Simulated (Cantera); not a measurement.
A Cantera script and what it prints.

```python
import numpy as np
import cantera as ct

gas_names = [...]  # 62 gases of nasa_gas.yaml made of B, F, H, N, O
cond_names = """
    B(b) B(L) BN(s) B2O3(L) B3O3H3(cr) H2O(s) H2O(L)
""".split()


# ... load() reads the species with a 1 bar reference pressure and builds the phases ...
atoms = {
    'BF3': {'B': 1, 'F': 3},
    'H2O': {'H': 2, 'O': 1},
    'N2': {'N': 2},
}
top_T = {'BN(s)': 3200}  # K; cautious upper limits of use, not melting points


# ... equilibrate(T, P, feed) seeds the gas with the atoms and calls Mixture.equilibrate('TP', solver="vcs", rtol=1e-11, max_steps=5000) ...
results = []
feed = {'BF3': 1, 'H2O': 17, 'N2': 28}  # mol
P = 64000  # Pa
for T in [1323, 1423, 1523, 1623, 1723, 1823, 1923, 2023, 2123, 2223]:
    mix = equilibrate(T, P, feed)
    results.append((T, P, feed, dict(zip(mix.species_names, mix.species_moles))))

top = {s: max(r[3][s] / sum(r[3][g] for g in gas_names) for r in results) for s in gas_names}
cols = sorted((s for s in top if top[s] > 0.001), key=lambda s: -top[s])[:5]
seen = [c for c in cond_names if any(r[3].get(c, 0) > 1e-12 for r in results)]
print("log10 of partial pressures in bar; condensed amounts in mol")
print(f"{'T/K':>10s}" + "".join(f"{s[:9]:>10s}" for s in cols + seen))
for T, P, feed, n in results:
    ng = sum(n[g] for g in gas_names)
    print(f"{T:10.4g}" + "".join(f"{np.log10(max(n[s] / ng * P / 1e5, 1e-99)):10.3f}" for s in cols)
          + "".join(f"{n.get(c, 0):10.4g}" for c in seen))
```

Output:

```
log10 of partial pressures in bar; condensed amounts in mol
       T/K        N2       H2O        HF      HBO2        H2   B2O3(L)
      1323    -0.415    -0.672    -1.426    -2.730    -4.909    0.2715
      1423    -0.417    -0.676    -1.436    -2.267    -4.446    0.1133
      1523    -0.419    -0.680    -1.444    -2.060    -4.043         0
      1623    -0.419    -0.681    -1.440    -2.041    -3.688         0
      1723    -0.419    -0.682    -1.438    -2.036    -3.372         0
      1823    -0.419    -0.683    -1.437    -2.032    -3.092         0
      1923    -0.419    -0.685    -1.436    -2.030    -2.840         0
      2023    -0.420    -0.688    -1.436    -2.030    -2.614         0
      2123    -0.421    -0.693    -1.436    -2.030    -2.410         0
      2223    -0.422    -0.700    -1.437    -2.033    -2.226         0
```

These are equilibrium values from Cantera (NASA tables, ideal gas, pure condensed phases), not measurements of a reactor. Gases not in the tables: H3BO3.
